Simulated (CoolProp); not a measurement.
Vapour-liquid equilibrium of ethane (1) + n-butane (2) at 242 kPa; x and y are mole fractions of (1).

Computed with CoolProp (multi-fluid Helmholtz-energy mixture model, Bücker 2006 and Bücker 2006; pair parameters Kunz 2012).

Problem. Give the bubble temperature and the first vapour's composition at x = 0.425, 0.8, 0.875. Is there an azeotrope?

Solution. x = 0.425: -49.2 °C, y = 0.973; x = 0.8: -65.5 °C, y = 0.996; x = 0.875: -67.6 °C, y = 0.998. No azeotrope shows between x = 0.05 and 0.95.

Pair parameters are fitted to limited data, so mixtures are less certain than the pure fluids.
